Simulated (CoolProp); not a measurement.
A single-stage vapour-compression cycle with propane: evaporating at 316.15 K (dew point), condensing at 343.15 K (bubble point), superheat 0 K, subcooling 2 K, compressor efficiency 0.75, no pressure losses. Each further row changes one setting.

The numbers come from the reference Helmholtz-energy equation of state, Lemmon 2009 in CoolProp.

| case | cooling COP | pressure ratio | discharge temperature (K) | refrigerating effect (kJ/kg) | volumetric capacity (kJ/m³) |
|---|---|---|---|---|---|
| as stated | 6.67 | 1.76 | 349.3 | 222 | 7220 |
| evaporating temperature 321.15 K | 8.54 | 1.58 | 348.3 | 226 | 8310 |
| condensing temperature 338.15 K | 8.64 | 1.60 | 343.2 | 239 | 7760 |
| subcooling 7 K | 7.20 | 1.76 | 349.3 | 240 | 7780 |
| superheat 10 K | 6.79 | 1.76 | 358.3 | 245 | 7400 |
| compressor efficiency 0.65 | 5.78 | 1.76 | 351.0 | 222 | 7220 |
